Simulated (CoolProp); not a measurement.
Diethyl ether along the isotherm 548 K: density (kg/m³) from the reference equation and from simpler models built on Tc = 467.9 K, pc = 3.717 MPa, ω = 0.282; each cubic takes its own stable root.

Model: reference Helmholtz-energy equation of state, Thol 2014, in CoolProp.

```
p (MPa)          phase  reference
-------  -------------  ---------
0.0176             gas     0.2866
0.0266             gas     0.4333
0.0401             gas     0.6537
0.0605             gas     0.9873
0.0913             gas      1.492
0.138              gas      2.261
0.208              gas      3.421
0.314              gas      5.193
0.473              gas      7.890
0.714              gas      12.07
1.08               gas      18.65
1.62               gas      28.92
2.45               gas      46.27
3.7                gas      77.04
5.58     supercritical      138.2
```

Question: How far does each simpler model (ideal gas, van der Waals, Redlich-Kwong, Soave-Redlich-Kwong, Peng-Robinson) lie from the reference over these 15 states: mean and median of the absolute difference, and the worst?

Answer: 
- ideal gas: mean 6.4 %, median 1.6 %, worst -34.3 % at 548 K and 5.58 MPa
- van der Waals: mean 1.1 %, median 0.1 %, worst +11.2 % at 548 K and 5.58 MPa
- Redlich-Kwong: mean 0.7 %, median 0.2 %, worst +4.1 % at 548 K and 5.58 MPa
- Soave-Redlich-Kwong: mean 0.5 %, median 0.0 %, worst -5.1 % at 548 K and 5.58 MPa
- Peng-Robinson: mean 0.5 %, median 0.3 %, worst +1.5 % at 548 K and 2.45 MPa
